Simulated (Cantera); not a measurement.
An isothermal, constant-pressure homogeneous reactor starts with 25.3 % CH4, 65.8 % CO2, 8.86 % H2, at 1375 K and 1.00 bar.

Detailed kinetics in Cantera: GRI-Mech 3.0 (53 species, 325 reactions).

### Question
Predict: x(CH4) at 60.0 s; x(CO2) at 60.0 s; x(H2) at 60.0 s.

### Answer
| Quantity | Result |
|---|---|
| x(CH4) at 60.0 s | 0.0420 (gas-phase equilibrium 1.24e-6) |
| x(CO2) at 60.0 s | 0.255 (gas-phase equilibrium 0.128) |
| x(H2) at 60.0 s | 0.127 (gas-phase equilibrium 0.254) |
